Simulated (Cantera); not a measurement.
# Reactions in the system N-O-Zr

Source: NASA polynomial tables (part measured, part estimated), evaluated in Cantera. Values are per mole of reaction as written; species without (g) are pure solids or liquids, kept so even where they would boil at 1 bar.

Zr + 4 NO(g) = ZrO2(g) + 2 N2O(g)

```
T (K)  ΔH° (kJ)  ΔS° (J/K)  ΔG° (kJ)  log10 K  condensed phases
-----  --------  ---------  --------  -------  ----------------
898      -490.9     -175.3    -333.4    19.40             Zr(α)
998      -490.9     -175.3    -315.9    16.53             Zr(α)
1098     -490.9     -175.4    -298.4    14.19             Zr(α)
1198     -494.8     -178.8    -280.6    12.24             Zr(β)
1298     -494.5     -178.6    -262.8    10.57             Zr(β)
1398     -494.2     -178.3    -244.9     9.15             Zr(β)
1498     -494.0     -178.2    -227.1     7.92             Zr(β)
1598     -493.7     -178.0    -209.3     6.84             Zr(β)
1698     -493.6     -177.9    -191.5     5.89             Zr(β)
1798     -493.4     -177.8    -173.7     5.05             Zr(β)
```
